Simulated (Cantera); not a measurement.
Input (Python, Cantera):

```python
import numpy as np
import cantera as ct

gas = ct.Solution("gri30.yaml")
gas.TPX = 1550, 120000, {'CH3OH': 0.0068, 'O2': 0.023, 'N2': 1}
inlet = ct.Reservoir(gas, clone=True)

reactor = ct.IdealGasConstPressureReactor(gas, energy="off", clone=False)
exhaust = ct.Reservoir(gas, clone=True)
tau = [8.2, 2.1, 0.52, 0.13, 0.033, 0.0083, 0.0021, 0.00053, 0.00013][0]
for a, b in ((inlet, reactor), (reactor, exhaust)):
    ct.MassFlowController(a, b, mdot=lambda t: reactor.mass / tau)
net = ct.ReactorNet([reactor])
show = ['CH3OH', 'O2', 'H2O2', 'HO2', 'OH', 'H2O']

rows = []
print(f"{'tau/s':>10s}{'T/K':>9s}" + "".join(f"{s:>11s}" for s in show))
for tau in [8.2, 2.1, 0.52, 0.13, 0.033, 0.0083, 0.0021, 0.00053, 0.00013]:
    net.initial_time = 0.0
    net.advance(30 * tau)
    before = gas.X
    net.advance(40 * tau)
    drift = np.max(np.abs(gas.X - before) / (gas.X + 1e-9))
    rows.append([gas.T, *gas[show].X, drift])
    print(f"{tau:10.3e}{gas.T:9.1f}" + "".join(f"{x:11.3e}" for x in gas[show].X))
```

It prints:

```
     tau/s      T/K      CH3OH         O2       H2O2        HO2         OH        H2O
 8.200e+00   1550.0  1.071e-07  1.238e-02  2.497e-09  7.037e-08  5.131e-05  1.313e-02
 2.100e+00   1550.0  2.655e-07  1.237e-02  5.150e-09  1.658e-07  7.639e-05  1.312e-02
 5.200e-01   1550.0  6.420e-07  1.238e-02  1.068e-08  3.934e-07  1.161e-04  1.309e-02
 1.300e-01   1550.0  1.460e-06  1.239e-02  2.120e-08  8.668e-07  1.764e-04  1.303e-02
 3.300e-02   1550.0  3.095e-06  1.245e-02  3.939e-08  1.698e-06  2.655e-04  1.292e-02
 8.300e-03   1550.0  6.327e-06  1.261e-02  6.752e-08  2.944e-06  3.920e-04  1.269e-02
 2.100e-03   1550.0  1.352e-05  1.299e-02  1.026e-07  4.780e-06  5.449e-04  1.228e-02
 5.300e-04   1550.0  3.675e-05  1.383e-02  1.370e-07  9.166e-06  6.722e-04  1.168e-02
 1.300e-04   1550.0  1.841e-04  1.566e-02  2.424e-07  3.543e-05  6.013e-04  1.042e-02
```

Computed with Cantera and GRI-Mech 3.0 (53 species, 325 reactions). GRI-Mech 3.0 was tuned for natural gas; its chemistry of methanol as a main component is partial and can be far from experiment.
